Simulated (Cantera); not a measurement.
An isothermal, constant-pressure homogeneous reactor starts with NH3 : H2 = 1 : 12 (molar parts), at 1650 K and 240 Torr. Integrator tolerance rtol = 1e-08.

Computed with Cantera and the gas-phase N/H chemistry of the illustrative SiF4/NH3 mechanism in the Surface Chemkin manual (1991). Walls and surfaces, which speed up NH3 decomposition in real reactors, are not modelled.

What does this change do: temperature 1650 to 2175 K?


```csv
quantity,before,after
x(NH3) at 3.00 s,0.0693 (gas-phase equilibrium 2.32e-6),5.94e-6 (gas-phase equilibrium 8.67e-7)
x(H2) at 3.00 s,0.927 (gas-phase equilibrium 0.964),0.956 (gas-phase equilibrium 0.956)
x(N2) at 3.00 s,0.00354 (gas-phase equilibrium 0.0357),0.0356 (gas-phase equilibrium 0.0356)
x(N) at 3.00 s,9.40e-9 (gas-phase equilibrium <1e-12),2.09e-8 (gas-phase equilibrium 3.06e-9)
x(N2H2) at 3.00 s,1.65e-8 (gas-phase equilibrium <1e-12),<1e-12 (gas-phase equilibrium <1e-12)
```

What does this change do: temperature 1650 to 1975 K?


```tsv
quantity	before	after
x(NH3) at 3.00 s	0.0693 (gas-phase equilibrium 2.32e-6)	0.000317 (gas-phase equilibrium 1.19e-6)
x(H2) at 3.00 s	0.927 (gas-phase equilibrium 0.964)	0.962 (gas-phase equilibrium 0.962)
x(N2) at 3.00 s	0.00354 (gas-phase equilibrium 0.0357)	0.0355 (gas-phase equilibrium 0.0357)
x(N) at 3.00 s	9.40e-9 (gas-phase equilibrium <1e-12)	5.50e-8 (gas-phase equilibrium 2.08e-10)
x(N2H2) at 3.00 s	1.65e-8 (gas-phase equilibrium <1e-12)	6.26e-11 (gas-phase equilibrium <1e-12)
```
